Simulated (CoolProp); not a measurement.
The numbers come from the reference Helmholtz-energy equation of state, Lemmon 2009 in CoolProp.

Give the vapour pressure (kPa), vapour density (kg/m³), enthalpy of vaporisation (kJ/kg), liquid cp (kJ/(kg K)) of saturated propane at -63.65, -46.25 °C.


```json
[
 {"T (°C)": "-63.65", "p (kPa)": "35.1", "vapour density (kg/m³)": "0.903", "enthalpy of vaporisation (kJ/kg)": "447", "liquid cp (kJ/(kg K))": "2.16"},
 {"T (°C)": "-46.25", "p (kPa)": "84.1", "vapour density (kg/m³)": "2.03", "enthalpy of vaporisation (kJ/kg)": "430", "liquid cp (kJ/(kg K))": "2.23"}
]
```
